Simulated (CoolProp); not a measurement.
Properties of ethanol along the isotherm 620 K (Tc = 514.7 K, pc = 6.268 MPa, ω = 0.644).

Computed with CoolProp (reference Helmholtz-energy equation of state, Schroeder 2014).

```csv
p (MPa),phase,density (kg/m³),expansivity (1/kK),Prandtl number
1.31,gas,12.02,1.822,0.817
2.61,gas,24.61,2.062,0.828
3.92,gas,38.07,2.346,0.844
5.22,gas,52.33,2.684,0.866
6.53,supercritical,67.82,3.098,0.898
7.83,supercritical,84.54,3.605,0.940
9.14,supercritical,103.1,4.236,0.996
10.4,supercritical,122.8,4.965,1.07
11.8,supercritical,?,?,1.16
13.1,supercritical,172.6,6.743,1.26
14.4,supercritical,199.7,7.424,1.37
15.7,supercritical,?,7.753,1.48
```

Task: Complete the blanks.

Result: 
- 11.8, density (kg/m³): 147.3
- 11.8, expansivity (1/kK): 5.887
- 15.7, density (kg/m³): 227.7

Viscosity comes from a separate model (Kiselev 2005). Thermal conductivity comes from a separate model (Assael 2013).
